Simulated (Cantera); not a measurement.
Feed: 1 mol PbO, 2.6 mol O2, 1.6 mol H2, equilibrated at 1200 K and 4.10 mbar.

Cantera equilibrium calculation (NASA polynomials, part measured and part estimated; ideal gas, pure solids and liquids). Candidate condensed phases: H2O, Pb, PbO, PbO2, Pb3O4; 12 gas species. Equilibrium is a limit: real reactors are often held back by kinetics, nucleation or transport.

Base state: O2 0.521, H2O 0.463, PbO 0.0166, Pb 0.000142, OH 3.19e-5 (mole fractions); condensed: PbO(l).

### Question
What changes in the equilibrium state with this change: O2 from 2.6 to 0.027 mol?

### Answer
```csv
species,before,after
H2O,0.463,0.555
H2,1.27e-7,0.288
Pb,0.000142,0.157
O2,0.521,<1e-9
PbO,0.0166,9.77e-6
OH,3.19e-5,2.55e-8
"PbO(l), mol",0.942,0
"Pb(l), mol",0,0.702
```

### Question
What changes in the equilibrium state with this change: H2 from 1.6 to 0.1 mol?

### Answer
```tsv
species	before	after
O2	0.521	0.946
H2O	0.463	0.0371
PbO	0.0166	0.0166
Pb	0.000142	0.000105
OH	3.19e-5	1.05e-5
PbO(l), mol	0.942	0.955
```
